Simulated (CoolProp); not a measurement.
Computed with CoolProp (reference Helmholtz-energy equation of state, Smukala 2000).

For ethylene, give the phase and the cp (kJ/(kg K)), speed of sound (m/s), Joule-Thomson coefficient (K/MPa) at 141.85 °C and 0.84 MPa; 141.85 °C and 1.12 MPa.


- 141.85 °C and 0.84 MPa: gas; cp 1.97, speed of sound 377, Joule-Thomson coefficient 4.37
- 141.85 °C and 1.12 MPa: gas; cp 1.99, speed of sound 376, Joule-Thomson coefficient 4.37
